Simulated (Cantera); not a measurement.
Input: 1 mol Ta₂O₅, 0.42 mol CH₄, 6.9 mol H₂, at 0.940 bar.

Cantera equilibrium calculation (NASA polynomials, part measured and part estimated; ideal gas, pure solids and liquids). Candidate condensed phases: C, C₆H₆, C₇H₈, C₈H₁₈, H₂O, Ta, TaC, Ta₂O₅; 113 gas species. Mutual solubility and eutectic melting of coexisting phases are not modelled. TaC: taken at fixed stoichiometry. Condensed phases not in the tables: Ta₂C. The numbers say what is thermodynamically allowed, not how fast it happens.

Q: At 2025 K, list the 5 most abundant gas species with their mole fractions, and the condensed phases.

A: H₂ 0.958, CO 0.0363, H₂O 0.00346, H 0.00194, CO₂ 2.80e-5. Condensed: TaC(s) + Ta₂O₅(s).
